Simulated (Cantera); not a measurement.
A freely propagating, adiabatic, planar premixed flame of H2 : O2 : N2 = 1 : 0.455 : 1.71 (molar parts), unburnt at 448 K and 18000 Pa; multicomponent+Soret transport, grid criteria slope 0.08 and curve 0.16, no radiation.

Cantera simulation using the H2/O2 subset of GRI-Mech 3.0, which has no nitrogen chemistry; the numbers are that mechanism's predictions, not measurements. Burning velocities carry a grid error of a few per cent, more on coarse grids.

x: mole fraction of selected species; z is measured from the peak of heat release.

| z (mm) | T (K) | u (m/s) | x H2 | x O2 | x H2O | x H | x OH | x HO2 |
|---|---|---|---|---|---|---|---|---|
| -11.8 | 448 | 3.73 | 0.316 | 0.144 | <1e-8 | <1e-8 | <1e-8 | <1e-8 |
| -7.85 | 448 | 3.73 | 0.316 | 0.144 | <1e-8 | <1e-8 | <1e-8 | <1e-8 |
| -5.89 | 448 | 3.73 | 0.316 | 0.144 | <1e-8 | <1e-8 | <1e-8 | <1e-8 |
| -3.93 | 448 | 3.73 | 0.316 | 0.144 | <1e-8 | <1e-8 | <1e-8 | (withheld) |
| -1.96 | 452 | 3.75 | 0.312 | 0.145 | 0.000150 | 3.56e-5 | 1.23e-5 | 7.04e-5 |
| -0.981 | 627 | 5.05 | 0.278 | 0.142 | 0.0141 | 0.00549 | 0.000541 | 6.83e-5 |
| 0 | 1086 | 8.49 | 0.154 | 0.0961 | 0.112 | 0.0540 | 0.00262 | (withheld) |
| 0.981 | 1385 | 10.8 | 0.0613 | 0.0347 | 0.220 | 0.0840 | 0.00766 | (withheld) |
| 1.96 | 1511 | 11.7 | 0.0546 | 0.0260 | 0.236 | 0.0776 | 0.0101 | (withheld) |
| 3.93 | 1653 | 12.7 | 0.0568 | 0.0227 | 0.244 | 0.0644 | 0.0126 | (withheld) |
| 7.85 | 1808 | 13.7 | 0.0578 | 0.0194 | 0.253 | 0.0503 | 0.0148 | (withheld) |
| 15.7 | 1965 | 14.7 | 0.0568 | 0.0158 | 0.265 | 0.0370 | 0.0161 | (withheld) |
| 31.4 | 2115 | 15.6 | 0.0537 | 0.0122 | 0.278 | 0.0256 | 0.0162 | (withheld) |

Some entries are withheld; supply them.


- -3.93, x HO2: 1.67e-8
- 0, x HO2: 2.13e-5
- 0.981, x HO2: 6.81e-6
- 1.96, x HO2: 4.46e-6
- 3.93, x HO2: 3.29e-6
- 7.85, x HO2: 2.37e-6
- 15.7, x HO2: 1.67e-6
- 31.4, x HO2: 1.19e-6
